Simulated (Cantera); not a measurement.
A Cantera script and what it prints.

```python
import numpy as np
import cantera as ct

gas_names = """
    Fe H H2 H2S S SH S2 S8
""".split()
cond_names = """
    Fe(a) Fe(c) Fe(d) Fe(L) FeS(a) FeS(b) FeS(c) FeS(L) FeS2(s) S(cr1) S(cr2) S(L)
""".split()


# ... load() reads the species with a 1 bar reference pressure and builds the phases ...
atoms = {
    'Fe': {'Fe': 1},
    'H2S': {'H': 2, 'S': 1},
    'H2': {'H': 2},
}
top_T = {'FeS2(s)': 1010}  # K; cautious upper limits of use, not melting points


# ... equilibrate(T, P, feed) seeds the gas with the atoms and calls Mixture.equilibrate('TP', solver="vcs", rtol=1e-11, max_steps=5000) ...
results = []
feed = {'Fe': 1, 'H2S': 0.039, 'H2': 92}  # mol
T = 1048.15  # K
P = 14000  # Pa
mix = equilibrate(T, P, feed)
results.append((T, P, feed, dict(zip(mix.species_names, mix.species_moles))))
print(gas.report(threshold=0.001))
for i in range(1, mix.n_phases):
    print(f"{mix.phase(i).name:16s} {mix.phase_moles(i):12.5e} mol")
```

It prints:

```
       temperature   1048.2 K
          pressure   14000 Pa
           density   0.0032605 kg/m^3
  mean mol. weight   2.0296 kg/kmol
   phase of matter   gas

                          1 kg             1 kmol
                     ---------------   ---------------
          enthalpy        1.0908e+07        2.2139e+07  J
   internal energy        6.6143e+06        1.3424e+07  J
           entropy             90696        1.8407e+05  J/K
    Gibbs function       -8.4154e+07        -1.708e+08  J
 heat capacity c_p             14978             30399  J/K
 heat capacity c_v             10881             22085  J/K

                      mass frac. Y      mole frac. X     chem. pot. / RT
                     ---------------   ---------------   ---------------
                H2           0.99289           0.99958            -19.59
     [   +7 minor]         0.0071143        0.00042375

Fe(a)             1.00000e+00 mol
FeS(c)            0.00000e+00 mol
S(L)              0.00000e+00 mol
```

Method: chemical equilibrium by Gibbs-energy minimisation in Cantera with the NASA 1993 tables (ideal gas, pure condensed phases).
